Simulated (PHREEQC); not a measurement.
Synthetic water in mg/kgw, 40 °C, pH 7.17, pe 2.1:

```tsv
constituent	mg/kgw
Na	2880
K	192
Ca	189
Mg	663
Cl	4490
S(6) as SO4	3020
Alkalinity as HCO3	35.5
Mn(2)	50.6
Li	0.925
N(-3) as NH4	0.427
```

Valence states are taken as typed.

The numbers come from PHREEQC with the ion-association model, phreeqc.dat.

Problem. The ionic strength comes out as 0.208 mol/kgw. What activity coefficients do KSO4-, Mg+2, SO4-2, NH4+, NaCO3- get?

Solution. KSO4- 0.74, Mg+2 0.33, SO4-2 0.28, NH4+ 0.67, NaCO3- 0.74.

No solid was allowed to form. Saturation is exceeded, for instance for Rhodochrosite; the values hold only as long as no solid forms. At this temperature some constants are extrapolated from 25 °C, and those without enthalpy data are left unchanged.
